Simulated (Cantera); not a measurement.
Feed: 1 mol C2F6, 1 mol F2, 0.29 mol H2, equilibrated at 10.0 Torr.

Method: chemical equilibrium by Gibbs-energy minimisation in Cantera with the NASA 1993 tables (ideal gas, pure condensed phases). Candidate condensed phases: C, C6H6, C7H8, C8H18; 95 gas species. The feed counts by its element totals alone. Condensed phases not in the tables: fluorocarbon polymer. Gases not in the tables: C2F6 and larger saturated fluorocarbons. Equilibrium is a limit: real reactors are often held back by kinetics, nucleation or transport.

x: gas mole fraction; n: condensed amount in mol.

```tsv
T (K)	x CF4	x HF	x CF2	x F	x CF3	n C(graphite)
648	0.762	0.238	<1e-12	<1e-12	<1e-12	0.145
848	0.762	0.238	9.13e-12	<1e-12	(withheld)	0.145
1048	0.762	0.238	1.94e-8	8.36e-10	(withheld)	0.145
1248	0.762	0.238	3.45e-6	2.80e-7	(withheld)	0.145
1448	0.762	0.238	0.000144	1.89e-5	(withheld)	0.145
1648	0.759	0.238	0.00240	0.000459	(withheld)	0.142
1848	0.736	0.235	0.0212	0.00556	(withheld)	0.121
```

**Question.** What belongs in the gaps?

**Answer.** 
- 848, x CF3: 5.88e-11
- 1048, x CF3: 2.87e-8
- 1248, x CF3: 1.90e-6
- 1448, x CF3: 3.92e-5
- 1648, x CF3: 0.000383
- 1848, x CF3: 0.00223
